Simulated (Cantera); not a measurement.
A perfectly stirred reactor is fed with H2 : O2 : N2 = 1 : 0.357 : 1.86 (molar parts), equivalence ratio 1.4, at 230000 Pa; it is adiabatic with a 425 K inlet, and is followed from long to short residence time, starting on the burning branch (τ in s: 0.19, 0.051, 0.014, 0.0039, 0.0011, 0.00029, 7.9e-05, 2.2e-05, 6e-06).

Cantera simulation using GRI-Mech 3.0 (53 species, 325 reactions); the numbers are that mechanism's predictions, not measurements. The hydrogen kinetics of GRI-Mech 3.0 are dated; newer H2 mechanisms differ, most at raised pressure.

What does this change do: O2 0.357 to 0.48 parts?


```json
[
 {"quantity": "blow-out, bracketed by the residence times tried", "before": "burning at 22.0 µs, out at 6.00 µs", "after": "burning at 6.00 µs, the shortest tried"},
 {"quantity": "x(H2) at τ = 0.190 s", "before": "0.0996", "after": "0.0227"},
 {"quantity": "x(O2) at τ = 0.190 s", "before": "1.85e-5", "after": "0.00226"},
 {"quantity": "x(NO) at τ = 0.190 s", "before": "1.90e-5", "after": "0.00194"},
 {"quantity": "x(NO2) at τ = 0.190 s", "before": "1.12e-10", "after": "2.80e-7"},
 {"quantity": "x(O) at τ = 0.190 s", "before": "3.02e-6", "after": "0.000388"},
 {"quantity": "x(H2) at τ = 1.10 ms", "before": "0.0965", "after": "0.0305"},
 {"quantity": "x(O2) at τ = 1.10 ms", "before": "0.000583", "after": "0.00636"},
 {"quantity": "x(NO) at τ = 1.10 ms", "before": "2.69e-5", "after": "0.000363"},
 {"quantity": "x(NO2) at τ = 1.10 ms", "before": "4.90e-10", "after": "5.86e-8"},
 {"quantity": "x(O) at τ = 1.10 ms", "before": "0.000254", "after": "0.00138"}
]
```

What does this change do: inlet temperature 425 to 600 K?


```csv
quantity,before,after
"blow-out, bracketed by the residence times tried","burning at 22.0 µs, out at 6.00 µs","burning at 6.00 µs, the shortest tried"
x(H2) at τ = 0.190 s,0.0996,0.0994
x(O2) at τ = 0.190 s,1.85e-5,1.76e-5
x(NO) at τ = 0.190 s,1.90e-5,6.50e-5
x(NO2) at τ = 0.190 s,1.12e-10,6.77e-10
x(O) at τ = 0.190 s,3.02e-6,8.45e-6
x(H2) at τ = 1.10 ms,0.0965,0.0968
x(O2) at τ = 1.10 ms,0.000583,0.000607
x(NO) at τ = 1.10 ms,2.69e-5,4.85e-5
x(NO2) at τ = 1.10 ms,4.90e-10,1.06e-9
x(O) at τ = 1.10 ms,0.000254,0.000332
```
